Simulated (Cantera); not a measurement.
**Dilute partial oxidation**

An isothermal, constant-pressure homogeneous reactor starts with CH₄ : O₂ : N₂ = 0.0098 : 0.00057 : 1 (molar parts), equivalence ratio 34, at 1373 K and 1.20 bar.

Detailed kinetics in Cantera: GRI-Mech 3.0 (53 species, 325 reactions). GRI-Mech 3.0 stops at C3 and has no aromatics, soot or wall deposition, so with more carbon than oxygen in the feed, carbon stays in small species such as C2H2 where larger ones or solid carbon would form.

| t (s) | x CH₄ | x O₂ | x CO | x CH₂CO | x CH₂O |
|---|---|---|---|---|---|
| 2.00e-6 | 0.00970 | 0.000564 | <1e-12 | <1e-12 | <1e-12 |
| 9.22e-6 | 0.00970 | 0.000564 | <1e-12 | <1e-12 | <1e-12 |
| 4.25e-5 | 0.00970 | 0.000564 | <1e-12 | <1e-12 | 3.10e-12 |
| 0.000196 | 0.00970 | 0.000564 | <1e-12 | <1e-12 | 7.50e-11 |
| 0.000904 | 0.00970 | 0.000564 | 3.39e-12 | <1e-12 | 1.74e-9 |
| 0.00417 | 0.00970 | 0.000564 | 3.54e-10 | <1e-12 | 3.68e-8 |
| 0.0192 | 0.00969 | 0.000564 | 3.16e-8 | 3.59e-11 | 4.42e-7 |
| 0.0885 | 0.00965 | 0.000559 | 1.62e-6 | 4.67e-9 | 2.59e-6 |
| 0.408 | 0.00935 | 0.000517 | 3.38e-5 | 2.99e-7 | 3.73e-6 |
| 1.88 | 0.00793 | 0.000217 | 0.000243 | 1.14e-6 | 1.14e-6 |
| 8.68 | 0.00580 | 1.14e-6 | 0.000398 | 3.66e-8 | 5.33e-9 |
| 40.0 | 0.00292 | <1e-12 | 0.000416 | 2.47e-8 | 5.19e-10 |
x: mole fraction; the columns are a selection and need not sum to one.

Equilibrium at this temperature and pressure: CH₄ 0.000145, O₂ <1e-12, CO 0.00112, CH₂CO 6.78e-11, CH₂O 9.02e-12 (gas phase only).
